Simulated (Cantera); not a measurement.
Input: 1 mol Fe3O4, 0.86 mol CH4, 0.21 mol CO, held at 1675 °C and 7.50 Torr.

Equilibrium computed with Cantera from the NASA thermochemical tables; the gas is ideal and each condensed phase is pure. Candidate condensed phases: C, C6H6, C7H8, C8H18, Fe, Fe(CO)5, FeO, Fe(OH)2, Fe(OH)3, Fe2O3, Fe3O4, H2O; 114 gas species. Each liquid is taken as pure. Mutual solubility and eutectic melting of coexisting phases are not modelled. The tables' stoichiometric FeO is somewhat more stable than real wüstite, so its field is too wide. FeO: taken at fixed stoichiometry. Equilibrium is a limit: real reactors are often held back by kinetics, nucleation or transport.

Base state: H2 0.408, CO 0.338, H2O 0.190, CO2 0.0359, Fe 0.0200, H 0.00722, OH 0.000304, FeO 0.000163 (mole fractions); condensed: Fe(l) + FeO(l).

Q: What changes in the equilibrium state with this change: temperature from 1675 °C to 825 °C?

A: 
```json
[
 {"species": "H2", "before": "0.408", "after": "0.503"},
 {"species": "CO", "before": "0.338", "after": "0.313"},
 {"species": "H2O", "before": "0.190", "after": "0.113"},
 {"species": "CO2", "before": "0.0359", "after": "0.0701"},
 {"species": "Fe", "before": "0.0200", "after": "<1e-9"},
 {"species": "Fe(OH)2", "before": "5.90e-5", "after": "8.88e-9"},
 {"species": "OH", "before": "0.000304", "after": "<1e-9"},
 {"species": "FeO", "before": "0.000163", "after": "<1e-9"},
 {"species": "H", "before": "0.00722", "after": "1.75e-7"},
 {"species": "Fe(l), mol", "before": "0.450", "after": "0"},
 {"species": "FeO(l), mol", "before": "2.49", "after": "0"},
 {"species": "Fe(α), mol", "before": "0", "after": "0.372"},
 {"species": "FeO(s), mol", "before": "0", "after": "2.63"}
]
```
